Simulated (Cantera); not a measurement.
A freely propagating, adiabatic, planar premixed flame of H₂ : O₂ : N₂ = 1 : 0.877 : 3.3 (molar parts), equivalence ratio 0.57, unburnt at 450 K and 0.390 bar; mixture-averaged transport, grid criteria slope 0.08 and curve 0.16, no radiation.

Model: the H2/O2 subset of GRI-Mech 3.0, which has no nitrogen chemistry, integrated in Cantera. Burning velocities carry a grid error of a few per cent, more on coarse grids. Lean hydrogen flames are cellular in practice and burn faster than this planar one.

### Question
What does this change do: 0.28 parts H2O added?

### Answer
| quantity | before | after |
|---|---|---|
| laminar burning velocity | 215 cm/s | 178 cm/s |
| thermal thickness | 1.28 mm | 1.21 mm |
| peak x(HO₂) | 0.000200 | 0.000231 |
| peak x(O) | 0.0105 | 0.00740 |
| peak x(H) | 0.0203 | 0.0146 |
